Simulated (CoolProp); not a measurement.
Vapour-liquid equilibrium of isobutene (1) + acetone (2) at 974 kPa; x and y are mole fractions of (1).

Computed with CoolProp (multi-fluid Helmholtz-energy mixture model, Lemmon 2005 and Lemmon 2006; pair parameters Bell 2016).

### Question
Give the bubble temperature and the first vapour's composition at x = 0.65, 0.75, 0.85. Is there an azeotrope?

### Answer
x = 0.65: 352.4 K, y = 0.864; x = 0.75: 349.4 K, y = 0.896; x = 0.85: 346.6 K, y = 0.931. No azeotrope shows between x = 0.05 and 0.95.

Pair parameters are fitted to limited data, so mixtures are less certain than the pure fluids.
